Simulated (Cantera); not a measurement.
**Carbothermic reduction: Fe₂O₃ + CH₄ + H₂**

A closed system holds: 1 mol Fe₂O₃, 4.9 mol CH₄, 1.1 mol H₂, equilibrated at 825 Torr.

These are equilibrium values from Cantera (NASA tables, ideal gas, pure condensed phases), not measurements of a reactor. Candidate condensed phases: C, C₆H₆, C₇H₈, C₈H₁₈, Fe, Fe(CO)₅, FeO, Fe(OH)₂, Fe(OH)₃, Fe₂O₃, Fe₃O₄, H₂O; 114 gas species. Iron dissolves carbon and melts from about 1420 K in contact with it, which pure phases cannot show. Condensed phases not in the tables: cementite and carbon dissolved in iron. The numbers say what is thermodynamically allowed, not how fast it happens.

From 1125 K to 1175 K the condensed part is C(graphite) + Fe(α). From 1200 K to 1425 K the condensed part is C(graphite) + Fe(γ).

| T (K) | x H₂ | x CO | x CH₄ | x H₂O | x CO₂ | n C(graphite) | n Fe(α) | n Fe(γ) |
|---|---|---|---|---|---|---|---|---|
| 1125 | 0.762 | 0.206 | 0.0184 | 0.0111 | 0.00273 | 1.84 | 2.00 | 0 |
| 1150 | 0.766 | 0.209 | 0.0151 | 0.00826 | 0.00190 | 1.83 | 2.00 | 0 |
| 1175 | 0.769 | 0.211 | 0.0124 | 0.00619 | 0.00133 | 1.83 | 2.00 | 0 |
| 1200 | 0.771 | 0.213 | 0.0103 | 0.00468 | 0.000941 | 1.84 | 0 | 2.00 |
| 1225 | 0.773 | 0.214 | 0.00864 | 0.00357 | 0.000673 | 1.84 | 0 | 2.00 |
| 1250 | 0.775 | 0.214 | 0.00727 | 0.00275 | 0.000486 | 1.84 | 0 | 2.00 |
| 1275 | 0.777 | 0.215 | 0.00615 | 0.00214 | 0.000356 | 1.85 | 0 | 2.00 |
| 1300 | 0.778 | 0.215 | 0.00523 | 0.00168 | 0.000263 | 1.85 | 0 | 2.00 |
| 1325 | 0.779 | 0.215 | 0.00448 | 0.00133 | 0.000197 | 1.86 | 0 | 2.00 |
| 1350 | 0.779 | 0.216 | 0.00385 | 0.00106 | 0.000149 | 1.86 | 0 | 2.00 |
| 1375 | 0.780 | 0.216 | 0.00333 | 0.000852 | 0.000114 | 1.87 | 0 | 2.00 |
| 1400 | 0.781 | 0.216 | 0.00290 | 0.000690 | 8.79e-5 | 1.87 | 0 | 2.00 |
| 1425 | 0.781 | 0.216 | 0.00253 | 0.000563 | 6.84e-5 | 1.87 | 0 | 2.00 |
x: gas mole fraction; n: condensed amount in mol.
